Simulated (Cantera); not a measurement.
# Stirred combustor or abatement burner

A perfectly stirred reactor is fed with H2 : O2 : N2 = 1 : 1 : 3.76 (molar parts), equivalence ratio 0.50, at 9.00 bar; it is adiabatic with a 523 K inlet, and is followed from long to short residence time, starting on the burning branch (τ in s: 0.02, 0.012, 0.0065, 0.0037, 0.0021, 0.0012, 0.00065, 0.00037, 0.00021, 0.00012, 6.5e-05, 3.7e-05, 2.1e-05).

Detailed kinetics in Cantera: GRI-Mech 3.0 (53 species, 325 reactions). The hydrogen kinetics of GRI-Mech 3.0 are dated; newer H2 mechanisms differ, most at raised pressure.

```tsv
τ (s)	T (K)	x H2	x O2	x H2O2	x NO	x O	x OH	x NO2
0.020	1832	7.03e-5	0.0949	2.73e-7	1.09e-5	3.26e-5	0.000742	7.28e-8
0.012	1831	9.80e-5	0.0948	3.19e-7	9.23e-6	4.09e-5	0.000825	6.87e-8
0.0065	1830	0.000147	0.0948	3.96e-7	8.14e-6	5.61e-5	0.000957	6.99e-8
0.0037	1829	0.000215	0.0948	4.92e-7	7.70e-6	7.72e-5	0.00111	7.45e-8
0.0021	1827	0.000314	0.0948	6.17e-7	7.50e-6	0.000108	0.00130	8.00e-8
0.0012	1825	0.000457	0.0948	7.75e-7	7.37e-6	0.000154	0.00153	8.36e-8
0.00065	1821	0.000688	0.0947	9.92e-7	7.13e-6	0.000227	0.00182	8.27e-8
0.00037	1817	0.00100	0.0947	1.24e-6	6.77e-6	0.000327	0.00215	7.70e-8
0.00021	1811	0.00146	0.0948	1.55e-6	6.35e-6	0.000472	0.00252	6.83e-8
0.00012	1802	0.00211	0.0948	1.91e-6	6.02e-6	0.000676	0.00295	5.94e-8
6.5e-5	1789	0.00317	0.0950	2.40e-6	5.87e-6	0.000993	0.00346	5.14e-8
3.7e-5	1772	0.00462	0.0953	2.96e-6	6.00e-6	0.00139	0.00396	4.62e-8
2.1e-5	1748	0.00678	0.0959	3.69e-6	6.33e-6	0.00191	0.00446	4.25e-8
```
x: mole fraction; the columns are a selection and need not sum to one.
